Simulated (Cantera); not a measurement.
Input: 1 mol SiO₂, 7.3 mol HBr, at 1823 K and 10.0 mbar.

These are equilibrium values from Cantera (NASA tables, ideal gas, pure condensed phases), not measurements of a reactor. Candidate condensed phases: Br₂, H₂O, Si, SiO₂; 28 gas species. The tables hold silica as quartz up to 1696 K and as liquid above; real silica turns to tridymite and cristobalite and melts near 1996 K. Rates play no part.

Base state: HBr 0.593, Br 0.266, H₂ 0.126, H₂O 0.00657, SiO 0.00655, H 0.00154, Br₂ 0.000461 (mole fractions); condensed: SiO₂(condensed).

Question: What changes in the equilibrium state with this change: temperature from 1823 K to 1223 K?

Answer: 
```json
[
 {"species": "HBr", "before": "0.593", "after": "0.979"},
 {"species": "Br", "before": "0.266", "after": "0.0127"},
 {"species": "H₂", "before": "0.126", "after": "0.00703"},
 {"species": "SiBr₄", "before": "3.21e-8", "after": "2.82e-5"},
 {"species": "SiO", "before": "0.00655", "after": "1.08e-9"},
 {"species": "H", "before": "0.00154", "after": "2.52e-7"},
 {"species": "H₂O", "before": "0.00657", "after": "5.67e-5"},
 {"species": "Br₂", "before": "0.000461", "after": "0.000662"},
 {"species": "SiO₂(condensed), mol", "before": "0.944", "after": "0"},
 {"species": "SiO₂(β-quartz), mol", "before": "0", "after": "1.000"}
]
```
